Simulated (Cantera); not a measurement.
# Equilibrium for abatement and gas-phase synthesis: NF₃ + H₂O + SO₂

A closed system holds: 1 mol NF₃, 2.3 mol H₂O, 0.0058 mol SO₂, held at 100 Pa.

Equilibrium computed with Cantera from the NASA thermochemical tables; the gas is ideal and each condensed phase is pure. Candidate condensed phases: H₂O, H₂SO₄, S; 62 gas species. Rates play no part.

| T (K) | log p HF | log p H | log p O | log p F | log p O₂ | log p H₂O | log p N₂ | log p OH | log p H₂ |
|---|---|---|---|---|---|---|---|---|---|
| 2200 | -3.25 | -4.71 | -4.51 | -6.10 | -3.89 | -3.93 | -4.03 | -4.57 | -4.93 |
| 2300 | -3.26 | -4.39 | -4.27 | -5.82 | -3.93 | -4.04 | -4.05 | -4.47 | -4.76 |
| 2400 | -3.29 | -4.13 | -4.05 | -5.55 | -3.99 | -4.21 | -4.07 | -4.41 | -4.66 |
| 2500 | -3.32 | -3.93 | -3.88 | -5.27 | -4.08 | -4.47 | -4.10 | -4.43 | -4.66 |
| 2600 | -3.35 | -3.79 | -3.74 | -4.96 | -4.22 | -4.84 | -4.13 | -4.52 | -4.76 |
| 2700 | -3.39 | -3.71 | -3.65 | -4.65 | -4.42 | -5.30 | -4.16 | -4.67 | -4.92 |
| 2800 | -3.44 | -3.64 | -3.60 | -4.35 | -4.67 | -5.78 | -4.18 | -4.87 | -5.11 |
| 2900 | -3.52 | -3.58 | -3.58 | -4.10 | -4.96 | -6.26 | -4.20 | -5.07 | -5.28 |
| 3000 | -3.62 | -3.52 | -3.58 | -3.91 | -5.28 | -6.73 | -4.23 | -5.29 | -5.44 |
| 3100 | -3.76 | -3.47 | -3.60 | -3.77 | -5.59 | -7.18 | -4.25 | -5.50 | -5.59 |
log p: log10 of the partial pressure in bar; nothing condenses.

From 2200 K to 3100 K nothing is condensed.
